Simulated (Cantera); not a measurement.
A Cantera script and what it prints.

```python
import numpy as np
import cantera as ct

gas_names = [...]  # 116 gases of nasa_gas.yaml made of C, H, Mg, O
cond_names = """
    C(gr) C6H6(L) C7H8(L) C8H18(L),n-octa H2O(s) H2O(L) Mg(cr) Mg(L) MgCO3(s) MgO(s) MgO(L) MgO2H2(s)
""".split()


# ... load() reads the species with a 1 bar reference pressure and builds the phases ...
atoms = {
    'MgCO3': {'Mg': 1, 'C': 1, 'O': 3},
    'O2': {'O': 2},
    'H2O': {'H': 2, 'O': 1},
}
top_T = {'C(gr)': 4500}  # K; cautious upper limits of use, not melting points


# ... equilibrate(T, P, feed) seeds the gas with the atoms and calls Mixture.equilibrate('TP', solver="vcs", rtol=1e-11, max_steps=5000) ...
results = []
feed = {'MgCO3': 1, 'O2': 1.4, 'H2O': 0.84}  # mol
P = 1333.22  # Pa
for T in [600, 700, 800, 900, 1000, 1100, 1200, 1300, 1400, 1500, 1600, 1700, 1800, 1900]:
    mix = equilibrate(T, P, feed)
    results.append((T, P, feed, dict(zip(mix.species_names, mix.species_moles))))
    x = sorted(zip(gas.X, gas.species_names), reverse=True)
    print(f"T = {T:g} K  P = {P:g} Pa  gas = {mix.phase_moles(0):.4g} mol")
    print("   x: " + "  ".join(f"{s} {v:.3e}" for v, s in x if v > 0.0001))
    print("   condensed (mol): " + ("  ".join(f"{mix.phase(i).name} {mix.phase_moles(i):.4g}"
          for i in range(1, mix.n_phases) if mix.phase_moles(i) > 1e-12) or "none"))
```

Output:

```
T = 600 K  P = 1333.22 Pa  gas = 3.24 mol
   x: O2 4.321e-01  CO2 3.086e-01  H2O 2.593e-01
   condensed (mol): MgO(s) 1
T = 700 K  P = 1333.22 Pa  gas = 3.24 mol
   x: O2 4.321e-01  CO2 3.086e-01  H2O 2.593e-01
   condensed (mol): MgO(s) 1
T = 800 K  P = 1333.22 Pa  gas = 3.24 mol
   x: O2 4.321e-01  CO2 3.086e-01  H2O 2.593e-01
   condensed (mol): MgO(s) 1
T = 900 K  P = 1333.22 Pa  gas = 3.24 mol
   x: O2 4.321e-01  CO2 3.086e-01  H2O 2.593e-01
   condensed (mol): MgO(s) 1
T = 1000 K  P = 1333.22 Pa  gas = 3.24 mol
   x: O2 4.321e-01  CO2 3.086e-01  H2O 2.593e-01
   condensed (mol): MgO(s) 1
T = 1100 K  P = 1333.22 Pa  gas = 3.24 mol
   x: O2 4.321e-01  CO2 3.086e-01  H2O 2.593e-01
   condensed (mol): MgO(s) 1
T = 1200 K  P = 1333.22 Pa  gas = 3.24 mol
   x: O2 4.321e-01  CO2 3.086e-01  H2O 2.592e-01
   condensed (mol): MgO(s) 1
T = 1300 K  P = 1333.22 Pa  gas = 3.24 mol
   x: O2 4.321e-01  CO2 3.086e-01  H2O 2.592e-01
   condensed (mol): MgO(s) 1
T = 1400 K  P = 1333.22 Pa  gas = 3.24 mol
   x: O2 4.320e-01  CO2 3.086e-01  H2O 2.592e-01  OH 1.747e-04
   condensed (mol): MgO(s) 1
T = 1500 K  P = 1333.22 Pa  gas = 3.24 mol
   x: O2 4.319e-01  CO2 3.086e-01  H2O 2.590e-01  OH 4.437e-04
   condensed (mol): MgO(s) 1
T = 1600 K  P = 1333.22 Pa  gas = 3.241 mol
   x: O2 4.317e-01  CO2 3.085e-01  H2O 2.586e-01  OH 1.003e-03
   condensed (mol): MgO(s) 1
T = 1700 K  P = 1333.22 Pa  gas = 3.243 mol
   x: O2 4.313e-01  CO2 3.081e-01  H2O 2.579e-01  OH 2.057e-03  CO 2.790e-04  O 2.542e-04
   condensed (mol): MgO(s) 1
T = 1800 K  P = 1333.22 Pa  gas = 3.246 mol
   x: O2 4.305e-01  CO2 3.072e-01  H2O 2.566e-01  OH 3.890e-03  CO 8.344e-04  O 6.914e-04  H2 1.825e-04
   condensed (mol): MgO(s) 1
T = 1900 K  P = 1333.22 Pa  gas = 3.253 mol
   x: O2 4.292e-01  CO2 3.052e-01  H2O 2.543e-01  OH 6.860e-03  CO 2.212e-03  O 1.693e-03  H2 4.379e-04  H 1.438e-04
   condensed (mol): MgO(s) 1
```

Equilibrium computed with Cantera from the NASA thermochemical tables; the gas is ideal and each condensed phase is pure.
